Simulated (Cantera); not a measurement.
Input: 1 mol FeCl3, 0.44 mol O2, 37 mol H2, at 1600 K and 1.33 mbar.

Method: chemical equilibrium by Gibbs-energy minimisation in Cantera with the NASA 1993 tables (ideal gas, pure condensed phases). Candidate condensed phases: Fe, FeCl2, FeCl3, FeO, Fe(OH)2, Fe(OH)3, Fe2O3, Fe3O4, H2O; 22 gas species. The numbers say what is thermodynamically allowed, not how fast it happens.

Base state: H2 0.902, HCl 0.0685, H2O 0.0228, FeCl2 0.00461, H 0.00141, Fe 0.000822, Cl 8.49e-5 (mole fractions); condensed: Fe(γ).

Problem. What changes in the equilibrium state with this change: pressure from 1.33 mbar to 0.100 bar?

Solution. 
| species | before | after |
|---|---|---|
| H2 | 0.902 | 0.904 |
| HCl | 0.0685 | 0.0687 |
| H2O | 0.0228 | 0.0229 |
| H | 0.00141 | 0.000163 |
| Fe | 0.000822 | 1.10e-5 |
| FeCl2 | 0.00461 | 0.00462 |
| Cl | 8.49e-5 | 9.82e-6 |
| Fe(γ), mol | 0.790 | 0.822 |

Problem. What changes in the equilibrium state with this change: pressure from 1.33 mbar to 13.3 mbar?

Solution. 
| species | before | after |
|---|---|---|
| H2 | 0.902 | 0.903 |
| HCl | 0.0685 | 0.0686 |
| H2O | 0.0228 | 0.0228 |
| H | 0.00141 | 0.000448 |
| Fe | 0.000822 | 8.22e-5 |
| FeCl2 | 0.00461 | 0.00462 |
| Cl | 8.49e-5 | 2.69e-5 |
| Fe(γ), mol | 0.790 | 0.819 |
